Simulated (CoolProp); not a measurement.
Isobutene along the isotherm 261.5 K: fugacity coefficient from the reference equation and from simpler models built on Tc = 418.1 K, pc = 4.016 MPa, ω = 0.193; each cubic takes its own stable root.

Computed with CoolProp (reference Helmholtz-energy equation of state, Lemmon 2005). It is a short technical equation, of lower accuracy than the large ones.

```json
[
 {"p (MPa)": "1.34", "phase": "liquid", "reference": "0.06371"},
 {"p (MPa)": "2.68", "phase": "liquid", "reference": "0.03364"},
 {"p (MPa)": "4.02", "phase": "liquid", "reference": "0.02368"},
 {"p (MPa)": "5.35", "phase": "liquid", "reference": "0.01878"},
 {"p (MPa)": "6.69", "phase": "liquid", "reference": "0.01585"},
 {"p (MPa)": "8.03", "phase": "liquid", "reference": "0.01394"},
 {"p (MPa)": "9.37", "phase": "liquid", "reference": "0.01261"},
 {"p (MPa)": "10.7", "phase": "liquid", "reference": "0.01165"},
 {"p (MPa)": "12", "phase": "liquid", "reference": "0.01094"},
 {"p (MPa)": "13.4", "phase": "liquid", "reference": "0.01036"},
 {"p (MPa)": "14.7", "phase": "liquid", "reference": "0.009946"},
 {"p (MPa)": "16.1", "phase": "liquid", "reference": "0.009602"},
 {"p (MPa)": "17.4", "phase": "liquid", "reference": "0.009355"},
 {"p (MPa)": "18.7", "phase": "liquid", "reference": "0.009165"},
 {"p (MPa)": "20.1", "phase": "liquid", "reference": "0.009013"}
]
```

Task: How far does each simpler model (van der Waals, Soave-Redlich-Kwong) lie from the reference over these 15 states: mean and median of the absolute difference, and the worst?

Result: 
- van der Waals: mean 519.3 %, median 515.8 %, worst +653.9 % at 261.5 K and 20.1 MPa
- Soave-Redlich-Kwong: mean 3.1 %, median 3.1 %, worst +5.5 % at 261.5 K and 20.1 MPa
